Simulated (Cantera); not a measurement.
Input (Python, Cantera) and output of one run.

```python
import numpy as np
import cantera as ct

gas_names = [...]  # 109 gases of nasa_gas.yaml made of C, Cl, H, Si
cond_names = """
    C(gr) C6H6(L) C7H8(L) C8H18(L),n-octa Si(cr) Si(L) SiC(b)
""".split()


# ... load() reads the species with a 1 bar reference pressure and builds the phases ...
atoms = {
    'CH3SiCl3': {'C': 1, 'H': 3, 'Si': 1, 'CL': 3},
    'H2': {'H': 2},
}
top_T = {'C(gr)': 4500, 'SiC(b)': 3050}  # K; cautious upper limits of use, not melting points


# ... equilibrate(T, P, feed) seeds the gas with the atoms and calls Mixture.equilibrate('TP', solver="vcs", rtol=1e-11, max_steps=5000) ...
results = []
feed = {'CH3SiCl3': 1, 'H2': 410}  # mol
T = 1473.15  # K
P = 200  # Pa
mix = equilibrate(T, P, feed)
results.append((T, P, feed, dict(zip(mix.species_names, mix.species_moles))))
print(gas.report(threshold=1e-06))
for i in range(1, mix.n_phases):
    print(f"{mix.phase(i).name:16s} {mix.phase_moles(i):12.5e} mol")
```

It prints:

```
       temperature   1473.2 K
          pressure   200 Pa
           density   3.7001e-05 kg/m^3
  mean mol. weight   2.266 kg/kmol
   phase of matter   gas

                          1 kg             1 kmol
                     ---------------   ---------------
          enthalpy        1.5385e+07        3.4863e+07  J
   internal energy        9.9799e+06        2.2615e+07  J
           entropy        1.0184e+05        2.3077e+05  J/K
    Gibbs function       -1.3464e+08        -3.051e+08  J
 heat capacity c_p             14237             32260  J/K
 heat capacity c_v             10567             23945  J/K

                      mass frac. Y      mole frac. X     chem. pot. / RT
                     ---------------   ---------------   ---------------
               CH4        1.3644e-05        1.9272e-06           -52.799
                CL         2.617e-05        1.6728e-06            -31.64
                 H         0.0001256        0.00028234           -12.386
               HCL           0.11672         0.0072547           -44.026
                H2           0.88296           0.99246           -24.772
             SiCL2        0.00014305        3.2747e-06            -71.75
     [ +103 minor]        1.0068e-05        8.3408e-07

C(gr)             0.00000e+00 mol
Si(cr)            0.00000e+00 mol
SiC(b)            9.98605e-01 mol
```

Cantera equilibrium calculation (NASA polynomials, part measured and part estimated; ideal gas, pure solids and liquids). The feed counts by its element totals alone.
